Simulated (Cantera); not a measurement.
A Cantera script and its output.

```python
import numpy as np
import cantera as ct

gas = ct.Solution("gri30.yaml")
gas.TPX = 1573, 2300000, {'C3H8': 1, 'O2': 2.63, 'N2': 26.3, 'H2O': 0.63}
reactor = ct.IdealGasConstPressureReactor(gas, energy="on", clone=False)
net = ct.ReactorNet([reactor])
net.rtol, net.atol = 1e-08, 1e-16
show = ['C3H8', 'O2', 'H2O', 'H', 'CH2CO', 'CO']
times = np.geomspace(2e-06, 0.6, 12)

steps = ct.SolutionArray(gas, extra=["t"])
rows = []
print(f"{'t/s':>10s}{'T/K':>9s}{'P/Pa':>11s}" + "".join(f"{s:>11s}" for s in show))
for t in times:
    while net.time < t:
        t_next = net.step()
        steps.append(gas.state, t=t_next)
    rows.append([np.interp(t, steps.t, y) for y in (steps.T, steps.P, *steps(*show).X.T)])
    print(f"{t:10.3e}{rows[-1][0]:9.1f}{rows[-1][1]:11.4g}" + "".join(f"{x:11.3e}" for x in rows[-1][2:]))
rate = np.gradient(steps.T, steps.t)
print("integrator steps:", len(steps.t))
if steps.T.max() > steps.T[0] + 200:
    print(f"time of steepest temperature rise: {steps.t[rate.argmax()]:.4e} s")
gas.TPX = 1573, 2300000, {'C3H8': 1, 'O2': 2.63, 'N2': 26.3, 'H2O': 0.63}
gas.equilibrate("HP")
print(f"equilibrium (HP): T = {gas.T:.1f} K  " + "  ".join(f"{s} {gas[s].X[0]:.3e}" for s in show))
```

Result:

```
       t/s      T/K       P/Pa       C3H8         O2        H2O          H      CH2CO         CO
 2.000e-06   1566.8    2.3e+06  2.902e-02  8.477e-02  2.150e-02  6.374e-06  2.336e-05  1.064e-04
 6.294e-06   1572.0    2.3e+06  1.943e-02  7.994e-02  2.524e-02  1.429e-05  4.112e-04  1.599e-03
 1.981e-05   2191.8    2.3e+06  6.799e-09  2.376e-03  8.647e-02  4.788e-04  7.637e-05  6.526e-02
 6.234e-05   2219.9    2.3e+06  2.151e-10  3.369e-06  8.089e-02  2.960e-04  1.211e-05  6.279e-02
 1.962e-04   2215.0    2.3e+06  4.236e-11  1.008e-07  7.578e-02  3.093e-04  6.738e-06  6.569e-02
 6.175e-04   2208.4    2.3e+06  2.585e-12  7.691e-08  7.178e-02  3.106e-04  1.639e-06  7.140e-02
 1.943e-03   2204.8    2.3e+06  1.065e-16  6.867e-08  7.029e-02  3.108e-04  2.243e-08  7.354e-02
 6.116e-03   2204.8    2.3e+06  5.491e-27  6.909e-08  7.027e-02  3.121e-04  2.144e-12  7.358e-02
 1.925e-02   2204.9    2.3e+06  2.395e-27  6.919e-08  7.028e-02  3.123e-04  2.035e-12  7.358e-02
 6.058e-02   2204.9    2.3e+06  2.346e-27  6.923e-08  7.029e-02  3.124e-04  2.015e-12  7.358e-02
 1.906e-01   2204.9    2.3e+06  2.343e-27  6.923e-08  7.029e-02  3.124e-04  2.013e-12  7.358e-02
 6.000e-01   2204.9    2.3e+06  2.343e-27  6.923e-08  7.029e-02  3.124e-04  2.013e-12  7.358e-02
integrator steps: 1869
time of steepest temperature rise: 1.2308e-05 s
equilibrium (HP): T = 2204.9 K  C3H8 2.892e-27  O2 6.923e-08  H2O 7.029e-02  H 3.124e-04  CH2CO 2.221e-12  CO 7.358e-02
```

Detailed kinetics in Cantera: GRI-Mech 3.0 (53 species, 325 reactions). GRI-Mech 3.0 was tuned for natural gas; its chemistry of propane as a main component is partial and can be far from experiment. The pressure lies above the range GRI-Mech 3.0 was tuned for (to about 10 atm).
